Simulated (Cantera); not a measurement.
An isothermal, constant-pressure homogeneous reactor starts with 10.3 % N2O, 89.7 % N2, at 1325 K and 760 Torr.

Model: GRI-Mech 3.0 (53 species, 325 reactions), integrated in Cantera. GRI-Mech 3.0 was tuned for natural gas; its chemistry of N2O as a main component is partial and can be far from experiment. The mechanism lacks the step 2 NO + O2 → 2 NO2, which can matter for NO2 below about 1400 K. The temperature is held fixed by assumption; the heat of reaction is taken as removed at once.

### Question
Predict: x(N2O) at 30.0 s; x(NO2) at 30.0 s; x(NO) at 30.0 s; x(O) at 30.0 s; x(N2) at 30.0 s; x(O2) at 30.0 s.

### Answer
| Property | Value |
|---|---|
| x(N2O) at 30.0 s | 5.64e-8 (gas-phase equilibrium 1.79e-8) |
| x(NO2) at 30.0 s | 5.26e-5 (gas-phase equilibrium 1.18e-6) |
| x(NO) at 30.0 s | 0.0118 (gas-phase equilibrium 0.000247) |
| x(O) at 30.0 s | 5.72e-8 (gas-phase equilibrium 6.09e-8) |
| x(N2) at 30.0 s | 0.945 (gas-phase equilibrium 0.951) |
| x(O2) at 30.0 s | 0.0431 (gas-phase equilibrium 0.0489) |
